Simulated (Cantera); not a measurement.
Ignition delay

Mixture: CH₄ : H₂ : O₂ : N₂ : H₂O = 1 : 0.04 : 3.06 : 11.5 : 1.8 (molar parts), equivalence ratio 0.66, at 69000 Pa, adiabatic and at constant pressure. Ignition delay is the time to a rise of 400 K.

Cantera simulation using GRI-Mech 3.0 (53 species, 325 reactions); the numbers are that mechanism's predictions, not measurements.

| T0 (K) | delay (ms) |
|---|---|
| 1323 | 8.85 |
| 1423 | 2.89 |
| 1523 | 1.08 |
| 1623 | 0.465 |
| 1723 | 0.227 |
| 1823 | 0.122 |
| 1923 | 0.0714 |
| 2023 | 0.0446 |

The apparent activation energy between 1823 and 2023 K is 160 kJ/mol.
